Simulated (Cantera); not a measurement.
An adiabatic, constant-volume homogeneous reactor starts with CO : H2 : CH4 : O2 : N2 = 1 : 0.35 : 1.2 : 1.46 : 5.51 (molar parts), at 1150 K and 1650 Torr. Integrator tolerance rtol = 1e-08.

Model: GRI-Mech 3.0 (53 species, 325 reactions), integrated in Cantera.

What does this change do: constant pressure in place of constant volume?


| quantity | before | after |
|---|---|---|
| time of steepest temperature rise | 6.82 ms | 7.87 ms |
| temperature at 2.00 s | 2612 K | 2314 K |
| equilibrium temperature | 2612 K | 2314 K |
| x(CO) at 2.00 s | 0.180 (gas-phase equilibrium 0.180) | 0.178 (gas-phase equilibrium 0.178) |
| x(H2) at 2.00 s | 0.125 (gas-phase equilibrium 0.125) | 0.129 (gas-phase equilibrium 0.129) |
| x(CH4) at 2.00 s | 1.69e-10 (gas-phase equilibrium 1.89e-10) | 1.04e-10 (gas-phase equilibrium 1.16e-10) |
| x(CH2O) at 2.00 s | 4.99e-8 (gas-phase equilibrium 4.99e-8) | 2.03e-8 (gas-phase equilibrium 2.03e-8) |
| x(N2O) at 2.00 s | 2.39e-8 (gas-phase equilibrium 2.39e-8) | 3.02e-9 (gas-phase equilibrium 3.02e-9) |
| x(C2H2) at 2.00 s | <1e-12 (gas-phase equilibrium <1e-12) | <1e-12 (gas-phase equilibrium <1e-12) |

What does this change do: pressure from 1650 Torr to 3750 Torr?


```csv
quantity,before,after
time of steepest temperature rise,6.82 ms,2.89 ms
temperature at 2.00 s,2612 K,2629 K
equilibrium temperature,2612 K,2629 K
x(CO) at 2.00 s,0.180 (gas-phase equilibrium 0.180),0.180 (gas-phase equilibrium 0.180)
x(H2) at 2.00 s,0.125 (gas-phase equilibrium 0.125),0.126 (gas-phase equilibrium 0.126)
x(CH4) at 2.00 s,1.69e-10 (gas-phase equilibrium 1.89e-10),8.40e-10 (gas-phase equilibrium 9.36e-10)
x(CH2O) at 2.00 s,4.99e-8 (gas-phase equilibrium 4.99e-8),1.15e-7 (gas-phase equilibrium 1.15e-7)
x(N2O) at 2.00 s,2.39e-8 (gas-phase equilibrium 2.39e-8),2.66e-8 (gas-phase equilibrium 2.66e-8)
x(C2H2) at 2.00 s,<1e-12 (gas-phase equilibrium <1e-12),3.02e-12 (gas-phase equilibrium 3.32e-12)
```

What does this change do: initial temperature 1150 to 1350 K?


```json
[
 {"quantity": "time of steepest temperature rise", "before": "6.82 ms", "after": "1.09 ms"},
 {"quantity": "temperature at 2.00 s", "before": "2612 K", "after": "2744 K"},
 {"quantity": "equilibrium temperature", "before": "2612 K", "after": "2744 K"},
 {"quantity": "x(CO) at 2.00 s", "before": "0.180 (gas-phase equilibrium 0.180)", "after": "0.181 (gas-phase equilibrium 0.181)"},
 {"quantity": "x(H2) at 2.00 s", "before": "0.125 (gas-phase equilibrium 0.125)", "after": "0.123 (gas-phase equilibrium 0.123)"},
 {"quantity": "x(CH4) at 2.00 s", "before": "1.69e-10 (gas-phase equilibrium 1.89e-10)", "after": "8.14e-11 (gas-phase equilibrium 9.14e-11)"},
 {"quantity": "x(CH2O) at 2.00 s", "before": "4.99e-8 (gas-phase equilibrium 4.99e-8)", "after": "4.42e-8 (gas-phase equilibrium 4.42e-8)"},
 {"quantity": "x(N2O) at 2.00 s", "before": "2.39e-8 (gas-phase equilibrium 2.39e-8)", "after": "5.18e-8 (gas-phase equilibrium 5.18e-8)"},
 {"quantity": "x(C2H2) at 2.00 s", "before": "<1e-12 (gas-phase equilibrium <1e-12)", "after": "<1e-12 (gas-phase equilibrium <1e-12)"}
]
```
